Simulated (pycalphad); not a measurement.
## Effect of Al content in Mg-Al-Si

CALPHAD calculation (pycalphad, COST 507 light-alloy database (1999)), 1 atm. The database dates from 1999; later assessments differ in places, in temperatures and in the compounds included. Amounts are mole fractions of atoms. Kinetics are ignored, which matters at the lower temperatures.

| alloy | liquidus (°C) | first solid | solidus (°C) | phases at 137 °C |
|---|---|---|---|---|
| Mg-5.77Al-1.07Si (at.%) | 608 | hcp | 523 | hcp 0.86, ALMG_GAMMA 0.11, MG2SI 0.03 |
| Mg-8.66Al-1.07Si (at.%) | 598 | MG2SI | 472 | hcp 0.79, ALMG_GAMMA 0.18, MG2SI 0.03 |
| Mg-11.54Al-1.07Si (at.%) | 594 | MG2SI | 436 | hcp 0.71, ALMG_GAMMA 0.25, MG2SI 0.03 |
| Mg-23.08Al-1.07Si (at.%) | 587 | MG2SI | 436 | ALMG_GAMMA 0.54, hcp 0.43, MG2SI 0.03 |

Database names, with the compositions (at.%) that they take in these runs: MG2SI: Mg 67 Si 33; ALMG_GAMMA: Mg 59 Al 40.
